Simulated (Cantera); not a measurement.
A perfectly stirred reactor is fed with 0.185 % CO, 2.24 % O₂, 0.0790 % H₂O, 97.5 % N₂, equivalence ratio 0.041, at 0.138 atm; it is held at 1375 K, and followed from long to short residence time.

Detailed kinetics in Cantera: GRI-Mech 3.0 (53 species, 325 reactions).

One state of this run: x CO = 0.00175; x O₂ = 0.0223; x H₂O = 0.000776; x O = 7.91e-5; x H = 3.50e-6; x NO = 2.54e-10. x: mole fraction; the columns are a selection and need not sum to one.

Question: Which value of τ (s) does it belong to?
A. 0.38
B. 5.8
C. 1.5
D. 0.0063

Answer: D, 0.0063
